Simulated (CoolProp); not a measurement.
Vapour-liquid equilibrium of R1234yf (1) + R134a (2) at 12.05 °C; x and y are mole fractions of (1).

Computed with CoolProp (multi-fluid Helmholtz-energy mixture model, Lemmon 2022 and Tillner-Roth 1994; pair parameters Bell 2022).

Give the bubble pressure and the first vapour's composition at x = 0.125, 0.5, 0.575. Is there an azeotrope?

x = 0.125: 0.4586 MPa, y = 0.147; x = 0.5: 0.4808 MPa, y = 0.510; x = 0.575: 0.4818 MPa, y = 0.578. y crosses x between x = 0.575 and 0.65: the model has an azeotrope there.

The pair parameters rest on a limited set of measurements; away from them the model extrapolates.
